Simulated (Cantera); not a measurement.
What does this Cantera script print?

```python
import numpy as np
import cantera as ct

gas_names = """
    C CH CH2 CH3 CH2OH CH3O CH4 CH3OH CO COS CO2 COOH CS CS2 C2 C2H CHCO,ketyl C2H2,acetylene
    C2H2,vinylidene CH2CO,ketene C2H3,vinyl CH3CO,acetyl C2H4 C2H4O,ethylen CH3CHO,ethanal CH3COOH
    (HCOOH)2 C2H5 C2H6 CH3OCH3 C2H5OH C2O C3 C3H3,propargyl C3H4,allene C3H4,propyne C3H4,cyclo-
    C3H5,allyl C3H6,propylene C3H6,cyclo- C3H6O C3H7,n-propyl C3H7,i-propyl C3H8 C3H8O,1propanol
    C3H8O,2propanol C3O2 C4 C4H2 C4H4,1,3-cyclo- C4H6,butadiene C4H6,2-butyne C4H6,cyclo- C4H8,1-butene
    C4H8,cis2-buten C4H8,tr2-butene C4H8,isobutene C4H8,cyclo- (CH3COOH)2 C4H9,n-butyl C4H9,i-butyl
    C4H9,s-butyl C4H9,t-butyl C4H10,isobutane C4H10,n-butane C5 C5H6,1,3cyclo- C5H8,cyclo-
    C5H10,1-pentene C5H10,cyclo- C5H11,pentyl C5H11,t-pentyl C5H12,n-pentane C5H12,i-pentane
    CH3C(CH3)2CH3 C6H2 C6H5,phenyl C6H5O,phenoxy C6H6 C6H5OH,phenol C6H10,cyclo- C6H12,1-hexene
    C6H12,cyclo- C6H13,n-hexyl C7H7,benzyl C7H8 C7H8O,cresol C7H14,1-heptene C7H15,n-heptyl
    C7H16,n-heptane C8H8,styrene C8H10,ethylbenz C8H16,1-octene C8H17,n-octyl C8H18,isooctane
    C8H18,n-octane C9H19,n-nonyl C10H8,naphthale C10H21,n-decyl C12H9,o-bipheny C12H10,bipheny Fe FeC5O5
    FeO Fe(OH)2 H HCO HO2 H2 HCHO,formaldehy HCOOH H2O H2O2 H2S H2SO4 O OH O2 O3 S SH SO SO2 SO3 S2 S2O
    S8
""".split()
cond_names = """
    C(gr) C6H6(L) C7H8(L) C8H18(L),n-octa Fe(a) Fe(c) Fe(d) Fe(L) FeC5O5(L) FeO(s) FeO(L) Fe(OH)2(s)
    Fe(OH)3(s) FeS(a) FeS(b) FeS(c) FeS(L) FeSO4(s) FeS2(s) Fe2O3(s) Fe2S3O12(s) Fe3O4(s) H2O(s) H2O(L)
    H2SO4(L) S(cr1) S(cr2) S(L)
""".split()


def load(file, names, dense=False):
    # The tables refer to 1 bar. Condensed volumes are neglected.
    table = {s.name: s for s in ct.Species.list_from_file(file)}
    out = []
    for n in names:
        d = dict(table[n].input_data)
        d["thermo"] = dict(d["thermo"], **{"reference-pressure": 1e5})
        if dense:
            d["equation-of-state"] = {"model": "constant-volume", "density": "1e6 g/cm^3"}
        out.append(ct.Species.from_dict(d))
    return out


gas = ct.Solution(thermo="ideal-gas", species=load("nasa_gas.yaml", gas_names))
cond = {s.name: ct.Solution(thermo="fixed-stoichiometry", species=[s], name=s.name)
        for s in load("nasa_condensed.yaml", cond_names, dense=True)}
atoms = {
    'FeS': {'Fe': 1, 'S': 1},
    'H2S': {'H': 2, 'S': 1},
    'CO2': {'C': 1, 'O': 2},
}
top_T = {'C(gr)': 4500, 'FeSO4(s)': 950, 'FeS2(s)': 1010, 'Fe2O3(s)': 1830, 'Fe2S3O12(s)': 1100, 'Fe3O4(s)': 1870}  # K; cautious upper limits of use, not melting points


def equilibrate(T, P, feed):
    n = {}
    for name, mol in feed.items():
        for a, k in atoms[name].items():
            n[a] = n.get(a, 0.0) + k * mol
    gas.TPX = T, P, n
    mass = sum(n.values()) * gas.mean_molecular_weight
    gas.equilibrate("TP")
    valid = [c for c in cond.values() if c.min_temp <= T <= top_T.get(c.name, c.max_temp)]
    mix = ct.Mixture([(gas, mass / gas.mean_molecular_weight)] + [(c, 0.0) for c in valid])
    mix.T, mix.P = T, P
    mix.equilibrate("TP", solver="vcs", rtol=1e-11, max_steps=5000)
    return mix


results = []
T = 1523  # K
P = 3800  # Pa
for m in [0.82, 1, 1.2, 1.5, 1.8, 2.2, 2.7, 3.3, 4.1, 5, 6.1, 7.5]:
    feed = {'FeS': 1, 'H2S': 0.14, 'CO2': m}  # mol
    mix = equilibrate(T, P, feed)
    results.append((T, P, feed, dict(zip(mix.species_names, mix.species_moles))))
    x = sorted(zip(gas.X, gas.species_names), reverse=True)
    print(f"T = {T:g} K  P = {P:g} Pa  n(CO2) = {m:g} mol  gas = {mix.phase_moles(0):.4g} mol")
    print("   x: " + "  ".join(f"{s} {v:.3e}" for v, s in x if v > 1e-05))
    print("   condensed (mol): " + ("  ".join(f"{mix.phase(i).name} {mix.phase_moles(i):.4g}"
          for i in range(1, mix.n_phases) if mix.phase_moles(i) > 1e-12) or "none"))
```

Output:

```
T = 1523 K  P = 3800 Pa  n(CO2) = 0.82 mol  gas = 1.096 mol
   x: CO2 4.606e-01  CO 2.858e-01  H2O 1.005e-01  S2 6.064e-02  SO2 5.996e-02  H2 2.323e-02  H2S 3.630e-03  SO 2.739e-03  COS 1.489e-03  SH 6.652e-04  S2O 6.570e-04  S 6.687e-05  H 1.807e-05
   condensed (mol): FeO(s) 0.06957  FeS(L) 0.9304
T = 1523 K  P = 3800 Pa  n(CO2) = 1 mol  gas = 1.304 mol
   x: CO2 4.731e-01  CO 2.924e-01  H2O 8.455e-02  S2 6.109e-02  SO2 6.062e-02  H2 1.947e-02  H2S 3.054e-03  SO 2.759e-03  COS 1.530e-03  S2O 6.643e-04  SH 6.113e-04  S 6.711e-05  H 1.654e-05
   condensed (mol): FeO(s) 0.1105  FeS(L) 0.8895
T = 1523 K  P = 3800 Pa  n(CO2) = 1.2 mol  gas = 1.534 mol
   x: CO2 4.831e-01  CO 2.977e-01  H2O 7.188e-02  S2 6.144e-02  SO2 6.115e-02  H2 1.651e-02  SO 2.775e-03  H2S 2.596e-03  COS 1.562e-03  S2O 6.700e-04  SH 5.644e-04  S 6.731e-05  H 1.523e-05
   condensed (mol): FeO(s) 0.1559  FeS(L) 0.8441
T = 1523 K  P = 3800 Pa  n(CO2) = 1.5 mol  gas = 1.879 mol
   x: CO2 4.934e-01  CO 3.032e-01  S2 6.181e-02  SO2 6.169e-02  H2O 5.868e-02  H2 1.344e-02  SO 2.792e-03  H2S 2.120e-03  COS 1.595e-03  S2O 6.761e-04  SH 5.107e-04  S 6.751e-05  H 1.374e-05
   condensed (mol): FeO(s) 0.2241  FeS(L) 0.7759
T = 1523 K  P = 3800 Pa  n(CO2) = 1.8 mol  gas = 2.225 mol
   x: CO2 5.006e-01  CO 3.070e-01  SO2 6.207e-02  S2 6.206e-02  H2O 4.957e-02  H2 1.133e-02  SO 2.803e-03  H2S 1.791e-03  COS 1.618e-03  S2O 6.802e-04  SH 4.699e-04  S 6.765e-05  H 1.262e-05
   condensed (mol): FeO(s) 0.2923  FeS(L) 0.7077
T = 1523 K  P = 3800 Pa  n(CO2) = 2.2 mol  gas = 2.685 mol
   x: CO2 5.072e-01  CO 3.105e-01  SO2 6.243e-02  S2 6.230e-02  H2O 4.107e-02  H2 9.366e-03  SO 2.814e-03  COS 1.640e-03  H2S 1.484e-03  S2O 6.841e-04  SH 4.281e-04  S 6.777e-05  H 1.147e-05
   condensed (mol): FeO(s) 0.3831  FeS(L) 0.6169
T = 1523 K  P = 3800 Pa  n(CO2) = 2.7 mol  gas = 3.261 mol
   x: CO2 5.129e-01  CO 3.135e-01  SO2 6.273e-02  S2 6.250e-02  H2O 3.381e-02  H2 7.699e-03  SO 2.823e-03  COS 1.658e-03  H2S 1.222e-03  S2O 6.874e-04  SH 3.888e-04  S 6.788e-05  H 1.040e-05
   condensed (mol): FeO(s) 0.4967  FeS(L) 0.5033
T = 1523 K  P = 3800 Pa  n(CO2) = 3.3 mol  gas = 3.951 mol
   x: CO2 5.176e-01  CO 3.159e-01  SO2 6.298e-02  S2 6.266e-02  H2O 2.790e-02  H2 6.344e-03  SO 2.831e-03  COS 1.673e-03  H2S 1.008e-03  S2O 6.901e-04  SH 3.534e-04  S 6.797e-05
   condensed (mol): FeO(s) 0.633  FeS(L) 0.367
T = 1523 K  P = 3800 Pa  n(CO2) = 4.1 mol  gas = 4.872 mol
   x: CO2 5.218e-01  CO 3.181e-01  SO2 6.320e-02  S2 6.281e-02  H2O 2.262e-02  H2 5.137e-03  SO 2.837e-03  COS 1.687e-03  H2S 8.170e-04  S2O 6.925e-04  SH 3.184e-04  S 6.805e-05
   condensed (mol): FeO(s) 0.8146  FeS(L) 0.1854
T = 1523 K  P = 3800 Pa  n(CO2) = 5 mol  gas = 5.9 mol
   x: CO2 5.279e-01  CO 3.179e-01  SO2 6.392e-02  S2 6.121e-02  H2O 1.872e-02  H2 4.201e-03  SO 2.835e-03  COS 1.664e-03  S2O 6.831e-04  H2S 6.595e-04  SH 2.842e-04  S 6.718e-05
   condensed (mol): FeO(s) 1
T = 1523 K  P = 3800 Pa  n(CO2) = 6.1 mol  gas = 7.059 mol
   x: CO2 5.642e-01  CO 2.986e-01  SO2 6.945e-02  S2 4.312e-02  H2O 1.613e-02  H2 3.180e-03  SO 2.707e-03  COS 1.312e-03  S2O 5.476e-04  H2S 4.191e-04  SH 2.076e-04  S 5.639e-05
   condensed (mol): FeO(s) 1
T = 1523 K  P = 3800 Pa  n(CO2) = 7.5 mol  gas = 8.526 mol
   x: CO2 6.001e-01  CO 2.786e-01  SO2 7.284e-02  S2 2.807e-02  H2O 1.372e-02  SO 2.490e-03  H2 2.373e-03  COS 9.877e-04  S2O 4.064e-04  H2S 2.523e-04  SH 1.447e-04  S 4.549e-05
   condensed (mol): FeO(s) 1
```

Equilibrium computed with Cantera from the NASA thermochemical tables; the gas is ideal and each condensed phase is pure. Metal and sulfide melt together well below either melting point, which pure phases cannot show. Mutual solubility and eutectic melting of coexisting phases are not modelled. The tables' stoichiometric FeO is somewhat more stable than real wüstite, so its field is too wide. FeO, FeS: taken at fixed stoichiometry.
